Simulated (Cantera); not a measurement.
Charge: 1 mol MgO, 3.5 mol SO₃, 0.067 mol H₂O, held at 1525 K and 0.170 bar.

Cantera equilibrium calculation (NASA polynomials, part measured and part estimated; ideal gas, pure solids and liquids). Candidate condensed phases: H₂O, H₂SO₄, Mg, MgO, Mg(OH)₂, MgS, MgSO₄, S; 26 gas species. The numbers say what is thermodynamically allowed, not how fast it happens.

Base state: SO₂ 0.655, O₂ 0.327, H₂O 0.0126, SO₃ 0.00509, OH 5.99e-5 (mole fractions); condensed: MgO(s).

**Question.** What changes in the equilibrium state with this change: temperature from 1525 K to 1198 K?

**Answer.** 
```tsv
species	before	after
SO₂	0.655	0.629
O₂	0.327	0.315
SO₃	0.00509	0.0380
H₂O	0.0126	0.0179
OH	5.99e-5	2.12e-6
MgO(s), mol	1.00	0
MgSO₄(s), mol	0	1.00
```
